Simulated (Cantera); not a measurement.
A closed system holds: 1 mol CH₃SiCl₃, 0.063 mol C₂H₄, 340 mol H₂, 0.35 mol C₂H₂, at 1350 °C and 1.00 Torr.

Cantera equilibrium calculation (NASA polynomials, part measured and part estimated; ideal gas, pure solids and liquids). Candidate condensed phases: C, C₆H₆, C₇H₈, C₈H₁₈, Si, SiC; 109 gas species. The feed counts by its element totals alone. Equilibrium is a limit: real reactors are often held back by kinetics, nucleation or transport.

**Question.** What is the equilibrium state?

**Answer.** 
| Quantity | Value |
|---|---|
| x(H₂) | 0.989 |
| x(HCl) | 0.00871 |
| x(H) | 0.00189 |
| x(C₂H₂ (acetylene)) | 3.45e-5 |
| x(Cl) | 1.31e-5 |
| x(SiCl₂) | 3.05e-6 |
| x(CH₄) | 1.93e-6 |
| x(Si) | 1.34e-6 |
| n(C(graphite)) | 0.803 mol |
| n(SiC(s)) | 0.998 mol |
| gas amount | 343.8 mol |
| log10 activity of Si(s) (absent) | -1.94 |
